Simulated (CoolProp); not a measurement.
Chlorine along the isobar 8690 kPa: density (kg/m³) from the reference equation and from simpler models built on Tc = 416.9 K, pc = 7642 kPa, ω = 0.070; each cubic takes its own stable root.

Model: reference Helmholtz-energy equation of state, Thol 2021, in CoolProp.

| T (K) | phase | reference | van der Waals | Peng-Robinson |
|---|---|---|---|---|
| 227.7 | liquid | 1608 | 1017 | 1672 |
| 236.4 | liquid | 1585 | ___ | 1651 |
| 245.1 | liquid | 1562 | 993.6 | 1630 |
| 253.8 | liquid | 1539 | ___ | 1608 |
| 262.5 | liquid | 1515 | 969.4 | 1584 |
| 271.2 | liquid | 1491 | 956.7 | 1560 |
| 279.9 | liquid | 1467 | 943.7 | 1535 |
| 288.6 | liquid | 1443 | 930.2 | ___ |
| 297.3 | liquid | 1418 | 916.2 | 1481 |
| 306 | liquid | ___ | 901.7 | 1452 |
| 314.7 | liquid | 1366 | 886.6 | 1421 |

**Question.** Some entries are withheld; supply them.

**Answer.** 
- 236.4, van der Waals: 1005
- 253.8, van der Waals: 981.7
- 288.6, Peng-Robinson: 1509
- 306, reference: 1392
